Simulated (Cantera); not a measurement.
Mixture: CO : H2 : O2 : N2 = 1 : 0.2 : 0.462 : 2.49 (molar parts), at 1.01 bar, adiabatic and at constant pressure. Ignition delay is the time to a rise of 400 K.

Detailed kinetics in Cantera: GRI-Mech 3.0 (53 species, 325 reactions). Where the delays flatten at high temperature, the 400 K rule measures the pace of heat release, not the induction time.

Problem. What does this change do: pressure from 1.01 bar to 1.50 bar?

Solution. 
```json
[
 {"quantity": "delay at 1050 K", "before": "0.289 ms", "after": "0.249 ms"},
 {"quantity": "delay at 1250 K", "before": "94.9 µs", "after": "61.5 µs"},
 {"quantity": "delay at 1450 K", "before": "66.2 µs", "after": "38.8 µs"},
 {"quantity": "delay at 1650 K", "before": "67.5 µs", "after": "35.7 µs"},
 {"quantity": "delay at 1850 K", "before": "82.1 µs", "after": "41.0 µs"}
]
```

Problem. What does this change do: CO 1 to 2 parts?

Solution. 
```csv
quantity,before,after
delay at 1050 K,0.289 ms,0.344 ms
delay at 1250 K,94.9 µs,0.108 ms
delay at 1450 K,66.2 µs,72.8 µs
delay at 1650 K,67.5 µs,72.3 µs
delay at 1850 K,82.1 µs,84.1 µs
```
